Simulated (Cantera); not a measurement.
A perfectly stirred reactor is fed with 32.4 % H₂, 67.6 % O₂, equivalence ratio 0.24, at 0.00320 bar; it is held at 900 K, and followed from long to short residence time.

Cantera simulation using GRI-Mech 3.0 (53 species, 325 reactions); the numbers are that mechanism's predictions, not measurements. Radical loss at walls, strong at low pressure, is not modelled. Below about 950 K walls govern HO2 and H2O2 in real vessels. The temperature is held fixed by assumption; the heat of reaction is taken as removed at once.

Task: Predict: x(H₂) at τ = 9.00 s; x(O₂) at τ = 9.00 s; x(O) at τ = 9.00 s; x(H) at τ = 9.00 s; x(OH) at τ = 9.00 s; x(H₂) at τ = 0.210 s; x(O₂) at τ = 0.210 s; x(O) at τ = 0.210 s; x(H) at τ = 0.210 s; x(OH) at τ = 0.210 s.

Result: 
- x(H₂) at τ = 9.00 s: 0.00211
- x(O₂) at τ = 9.00 s: 0.612
- x(O) at τ = 9.00 s: 0.00112
- x(H) at τ = 9.00 s: 0.000690
- x(OH) at τ = 9.00 s: 0.000574
- x(H₂) at τ = 0.210 s: 0.0185
- x(O₂) at τ = 0.210 s: 0.602
- x(O) at τ = 0.210 s: 0.0101
- x(H) at τ = 0.210 s: 0.0259
- x(OH) at τ = 0.210 s: 0.00237
